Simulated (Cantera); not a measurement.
A closed system holds: 1 mol CH3F, 0.07 mol F2, at 13.3 mbar.

Cantera equilibrium calculation (NASA polynomials, part measured and part estimated; ideal gas, pure solids and liquids). Candidate condensed phases: C, C6H6, C7H8, C8H18; 110 gas species. Ions and electrons are included (thermal ionisation). Equilibrium is a limit: real reactors are often held back by kinetics, nucleation or transport.

x: gas mole fraction; n: condensed amount in mol.

| T (K) | x H | x HF | x F | x C | x H2 | x C3 | x C2 | n C(graphite) |
|---|---|---|---|---|---|---|---|---|
| 3000 | 0.445 | 0.396 | 0.0103 | 0.00380 | 0.106 | 0.0234 | 0.00238 | 0.703 |
| 3250 | ___ | ___ | ___ | ___ | ___ | ___ | ___ | 0 |
| 3500 | 0.565 | 0.174 | 0.109 | 0.0617 | 0.0122 | 0.0466 | 0.0188 | 0 |
| 3750 | 0.582 | 0.0725 | 0.173 | 0.123 | 0.00450 | 0.0172 | 0.0185 | 0 |
| 4000 | 0.582 | 0.0256 | 0.203 | 0.170 | 0.00178 | 0.00304 | 0.0103 | 0 |
| 4250 | 0.582 | 0.00936 | 0.214 | 0.187 | 0.000784 | 0.000374 | 0.00419 | 0 |
| 4500 | 0.583 | ___ | 0.219 | 0.192 | ___ | ___ | ___ | 0 |
| 4750 | 0.583 | 0.00160 | 0.220 | 0.193 | 0.000197 | 7.60e-6 | 0.000722 | 0 |
| 5000 | 0.583 | 0.000750 | 0.221 | 0.194 | 0.000110 | 1.40e-6 | 0.000333 | 0 |

Question: Complete the blanks.

Answer: 
- 4500, x HF: 0.00371
- 4500, x H2: 0.000379
- 4500, x C3: 4.90e-5
- 4500, x C2: 0.00168
- 3250, x H: 0.514
- 3250, x HF: 0.289
- 3250, x F: 0.0409
- 3250, x C: 0.0220
- 3250, x H2: 0.0342
- 3250, x C3: 0.0732
- 3250, x C2: 0.0121
